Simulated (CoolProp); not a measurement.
Computed with CoolProp (reference Helmholtz-energy equation of state, Lemmon 2006). It is a short technical equation, of lower accuracy than the large ones.

Question: Give the vapour pressure (kPa), liquid density (kg/m³), liquid cp (kJ/(kg K)), vapour Z of saturated R141b at 47.95, 51.95, 76.05 °C.

Answer: 
```csv
T (°C),p (kPa),liquid density (kg/m³),liquid cp (kJ/(kg K)),vapour Z
47.95,172,1190,1.19,0.944
51.95,194,1180,1.19,0.940
76.05,381,1130,1.24,0.905
```
